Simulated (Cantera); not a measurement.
What does this Cantera script print?

```python
import numpy as np
import cantera as ct

gas_names = """
    H HO2 H2 H2O H2O2 O OH O2 O3 Pb PbO Pb2
""".split()
cond_names = """
    H2O(s) H2O(L) Pb(cr) Pb(L) PbO(rd) PbO(yw) PbO(L) PbO2(s) Pb3O4(s)
""".split()


# ... load() reads the species with a 1 bar reference pressure and builds the phases ...
atoms = {
    'PbO': {'Pb': 1, 'O': 1},
    'H2': {'H': 2},
    'H2O': {'H': 2, 'O': 1},
}
top_T = {'Pb3O4(s)': 820}  # K; cautious upper limits of use, not melting points


# ... equilibrate(T, P, feed) seeds the gas with the atoms and calls Mixture.equilibrate('TP', solver="vcs", rtol=1e-11, max_steps=5000) ...
results = []
feed = {'PbO': 1, 'H2': 4.6, 'H2O': 0.068}  # mol
P = 19  # Pa
for T in [1398, 1498, 1598, 1698, 1798, 1898, 1998, 2098, 2198]:
    mix = equilibrate(T, P, feed)
    results.append((T, P, feed, dict(zip(mix.species_names, mix.species_moles))))

top = {s: max(r[3][s] / sum(r[3][g] for g in gas_names) for r in results) for s in gas_names}
cols = sorted((s for s in top if top[s] > 0.0001), key=lambda s: -top[s])[:5]
seen = [c for c in cond_names if any(r[3].get(c, 0) > 1e-12 for r in results)]
print("log10 of partial pressures in bar; condensed amounts in mol")
print(f"{'T/K':>10s}" + "".join(f"{s[:9]:>10s}" for s in cols + seen))
for T, P, feed, n in results:
    ng = sum(n[g] for g in gas_names)
    print(f"{T:10.4g}" + "".join(f"{np.log10(max(n[s] / ng * P / 1e5, 1e-99)):10.3f}" for s in cols)
          + "".join(f"{n.get(c, 0):10.4g}" for c in seen))
```

Output:

```
log10 of partial pressures in bar; condensed amounts in mol
       T/K        H2         H       H2O        Pb        OH
      1398    -3.919    -7.284    -4.446    -4.475    -9.517
      1498    -3.919    -6.724    -4.446    -4.475    -8.799
      1598    -3.920    -6.234    -4.447    -4.475    -8.171
      1698    -3.923    -5.801    -4.448    -4.477    -7.616
      1798    -3.930    -5.418    -4.452    -4.479    -7.123
      1898    -3.943    -5.079    -4.459    -4.485    -6.682
      1998    -3.970    -4.780    -4.474    -4.495    -6.287
      2098    -4.016    -4.520    -4.505    -4.514    -5.935
      2198    -4.093    -4.300    -4.569    -4.543    -5.634
```

Method: chemical equilibrium by Gibbs-energy minimisation in Cantera with the NASA 1993 tables (ideal gas, pure condensed phases).
